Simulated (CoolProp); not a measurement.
Vapour-liquid equilibrium of R1234ze(E) (1) + n-pentane (2) at 0.685 bar; x and y are mole fractions of (1).

Values from CoolProp's multi-fluid Helmholtz-energy mixture model, Thol 2016 and Thol 2019; pair parameters Bell 2016.

```
x     bubble temperature, mixture model (K)  bubble temperature, Raoult's law (K)  y, mixture model  y, Raoult's law
----  -------------------------------------  ------------------------------------  ----------------  ---------------
0.05                                  280.6                                 290.7             0.520            0.288
0.2                                   258.9                                 275.3             0.846            0.685
0.35                                  252.3                                 265.8             0.903            0.836
0.5                                   249.8                                 259.0             0.922            0.910
0.65                                  248.6                                 253.9             0.932            0.952
0.8                                   247.5                                 249.9             0.946            0.978
0.95                                  246.1                                 246.5             0.979            0.995
```

The largest gap from Raoult's law is -16.4 K in bubble temperature, at x = 0.2. No azeotrope shows between x = 0.05 and 0.95.

The pair parameters rest on a limited set of measurements; away from them the model extrapolates. With so large a gap from Raoult's law the liquid may split in two, which this calculation doesn't test in full.
